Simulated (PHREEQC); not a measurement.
0.97 g of hydrous ferric oxide (600 m²/g; 0.2 weak and 0.005 strong sites per Fe, Dzombak-Morel constants, diffuse double layer) in 1 kg of water with 0.05 mol/kgw of an inert sodium salt and 4.6e-05 mol ZnCl2, at 25 °C; the pH is set by adding NaOH or the inert anion's acid. Oxygen is held at 0.21 atm. No CO2 enters from the air. No solid was allowed to form.

Base run: PHREEQC, ion-association model, wateq4f.dat. Each further column changes one thing. The table gives surface charge σ (C/m²).

```tsv
pH	base	background salt from 0.05 to 0.005 mol/kgw	oxide from 0.97 to 4.8 g/kgw	0.00049 mol/kgw Na2HAsO4 added
4	0.295	0.188	0.297	0.198
4.5	0.239	0.135	0.242	0.160
5	0.181	0.093	0.183	0.117
6	0.090	0.039	0.090	0.047
6.5	0.059	0.023	0.058	0.025
7	0.036	0.013	0.035	0.009
7.5	0.018	0.006	0.017	-0.005
8.5	-0.009	-0.003	-0.010	-0.040
9	-0.025	-0.009	-0.026	-0.064
9.5	-0.044	-0.017	-0.046	-0.089
10	-0.071	-0.030	-0.074	-0.117
11	-0.154	-0.080	-0.159	-0.185
11.5	-0.210	-0.130	-0.218	-0.229
12	-0.273	-0.210	-0.282	-0.281
```

 The database has no arsenate complexes of Zn.
